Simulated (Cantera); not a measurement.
An isothermal, constant-pressure homogeneous reactor starts with CH4 : H2O = 1 : 0.74 (molar parts), at 1525 K and 16.0 bar.

Detailed kinetics in Cantera: GRI-Mech 3.0 (53 species, 325 reactions). GRI-Mech 3.0 stops at C3 and has no aromatics, soot or wall deposition, so with more carbon than oxygen in the feed, carbon stays in small species such as C2H2 where larger ones or solid carbon would form. The pressure lies above the range GRI-Mech 3.0 was tuned for (to about 10 atm).

Q: Predict: x(CH4) at 20.0 s; x(H2O) at 20.0 s; x(OH) at 20.0 s; x(CO2) at 20.0 s; x(CH3) at 20.0 s.

A: 
| Item | Result |
|---|---|
| x(CH4) at 20.0 s | 0.185 (gas-phase equilibrium 0.0803) |
| x(H2O) at 20.0 s | 0.0901 (gas-phase equilibrium 0.000766) |
| x(OH) at 20.0 s | 2.25e-8 (gas-phase equilibrium 1.70e-10) |
| x(CO2) at 20.0 s | 0.0101 (gas-phase equilibrium 9.46e-5) |
| x(CH3) at 20.0 s | 3.01e-5 (gas-phase equilibrium 1.17e-5) |
